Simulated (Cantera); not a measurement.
# Premixed flame

A freely propagating, adiabatic, planar premixed flame of 43.7 % H₂, 15.6 % O₂, 40.6 % N₂, unburnt at 300 K and 16000 Pa; mixture-averaged transport, grid criteria slope 0.08 and curve 0.16, no radiation.

Computed with Cantera and the H2/O2 subset of GRI-Mech 3.0, which has no nitrogen chemistry. Burning velocities carry a grid error of a few per cent, more on coarse grids.

```csv
z (mm),T (K),u (m/s),x H₂,x O₂,x H,x O,x OH,x H₂O₂
-11.1,300,3.23,0.437,0.156,<1e-8,<1e-8,<1e-8,<1e-8
-7.38,300,3.23,0.437,0.156,<1e-8,<1e-8,<1e-8,<1e-8
-5.53,300,3.23,0.437,0.156,<1e-8,<1e-8,<1e-8,<1e-8
-3.69,300,3.23,0.437,0.156,<1e-8,<1e-8,<1e-8,<1e-8
-1.84,302,3.24,0.437,0.156,8.61e-7,1.67e-7,1.43e-6,4.83e-7
-0.922,556,5.83,0.405,0.152,0.00787,0.000137,0.00107,6.04e-5
0,1083,10.9,0.249,0.101,0.0788,0.00626,0.00281,7.44e-7
0.922,1392,13.9,0.122,0.0245,0.128,0.0106,0.00775,7.84e-7
1.84,1513,15.0,0.110,0.0132,0.124,0.00996,0.0100,6.30e-7
3.69,1646,16.2,0.116,0.0109,0.108,0.00942,0.0124,4.13e-7
7.38,1799,17.5,0.124,0.00903,0.0903,0.00827,0.0146,2.24e-7
14.8,1962,18.8,0.130,0.00690,0.0718,0.00657,0.0161,1.15e-7
29.5,2123,20.1,0.134,0.00479,0.0545,0.00466,0.0162,6.29e-8
```
x: mole fraction of selected species; z is measured from the peak of heat release.

| Item | Result |
|---|---|
| laminar burning velocity | 323 cm/s |
| thermal thickness | 3.69 mm |
| peak x(H) | 0.129 |
| peak x(O) | 0.0107 |
| peak x(OH) | 0.0164 |
| peak x(H₂O₂) | 7.16e-5 |
